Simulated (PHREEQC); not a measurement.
Solution (25 °C): 2.7 mol CaCl2, 0.0014 mol Na2B4O7 and 4.7e-05 mol H4SiO4 per kg of water. Closed to the air; pH follows from the charge balance.

Computed with PHREEQC (Pitzer model, pitzer.dat).

Task: The ionic strength comes out as 8.10 mol/kgw. What activity coefficients do OH-, Na+, Cl-, Ca+2, H3SiO4- get?

Result: OH- 0.010, Na+ 2.5, Cl- 0.67, Ca+2 4.1, H3SiO4- 0.072. Single-ion values are on the MacInnes scale.

This is a speciation only: nothing precipitates in the calculation. Complexes and solids missing from the database can't appear. In brines, pH and single-ion activities rest on the MacInnes convention.
